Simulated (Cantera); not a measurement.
**Equilibrium for carbon deposition, reforming and gasification: C2H5OH + CO2 + N2**

Input: 1 mol C2H5OH, 0.43 mol CO2, 24 mol N2, equilibrated at 975 K and 720 Pa.

Cantera equilibrium calculation (NASA polynomials, part measured and part estimated; ideal gas, pure solids and liquids). Candidate condensed phases: C, C6H6, C7H8, C8H18, H2O; 136 gas species. Rates play no part.

```json
{
  "x(N2)": "0.832",
  "x(H2)": "0.104",
  "x(CO)": "0.0644",
  "x(H2O)": "2.89e-5",
  "x(CO2)": "2.87e-5",
  "x(CH4)": "9.77e-6",
  "x(HCN)": "1.01e-6",
  "n(C(graphite))": "0.571 mol",
  "gas_amount": "28.86 mol"
}
```
